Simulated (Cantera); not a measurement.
Equilibrium for silicon carbide growth: SiHCl3 + C2H4 + H2 + C3H8

Charge: 1 mol SiHCl3, 1.1 mol C2H4, 43 mol H2, 0.21 mol C3H8, at 6.00 mbar.

Cantera equilibrium calculation (NASA polynomials, part measured and part estimated; ideal gas, pure solids and liquids). Candidate condensed phases: C, C6H6, C7H8, C8H18, Si, SiC; 109 gas species. The tables' values for SiCl are old estimates; treat these amounts as uncertain. Gases not in the tables: Si2H6 and higher silanes. Equilibrium is a limit: real reactors are often held back by kinetics, nucleation or transport.

From 1423 K to 2223 K the condensed part is C(graphite) + SiC(s). At 2323 K the condensed part is C(graphite). The main Si-bearing gas is SiCl2 at 1423 K and Si at 2323 K. The share of Si in condensed phases is highest at 1423 K (99.7 %) and lowest at 2323 K (0.0 %).

```csv
T (K),x H2,x H,x HCl,x Si,x Cl,n C(graphite),n SiC(s)
1423,0.938,8.30e-5,0.0623,1.35e-9,4.52e-6,1.83,0.997
1523,0.937,0.000289,0.0622,2.39e-8,1.54e-5,1.83,0.995
1623,0.937,0.000864,0.0620,2.96e-7,4.51e-5,1.83,0.992
1723,0.935,0.00228,0.0618,2.73e-6,0.000116,1.83,0.988
1823,0.932,0.00540,0.0613,1.97e-5,0.000271,1.83,0.983
1923,0.926,0.0117,0.0606,0.000115,0.000576,1.82,0.972
2023,0.914,0.0234,0.0594,0.000566,0.00113,1.81,0.938
2123,0.892,0.0437,0.0573,0.00238,0.00206,1.84,0.817
2223,0.852,0.0763,0.0539,0.00881,0.00350,2.08,0.374
2323,0.796,0.125,0.0503,0.0144,0.00569,2.16,0
```
x: gas mole fraction; n: condensed amount in mol.
